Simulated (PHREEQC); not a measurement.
Consider water at 89 °C with 0.00019 mol/kgw NaH2PO4, 0.00036 mol/kgw Na2SO4 and 0.00025 mol/kgw KCl. Closed to the air; pH follows from the charge balance.

Model: ion-association model, wateq4f.dat, run in PHREEQC.

Task: The ionic strength comes out as 0.00152 mol/kgw. What activity coefficients do K+, Na+, H2PO4-, HPO4-2, KSO4- get?

Result: K+ 0.95, Na+ 0.95, H2PO4- 0.95, HPO4-2 0.82, KSO4- 0.95.

This is a speciation only: nothing precipitates in the calculation. H3PO4, which wateq4f.dat lacks, is added to it with the constant of phreeqc.dat. Away from 25 °C the constants follow the database's enthalpies or fits; those with neither stay at their 25 °C values.
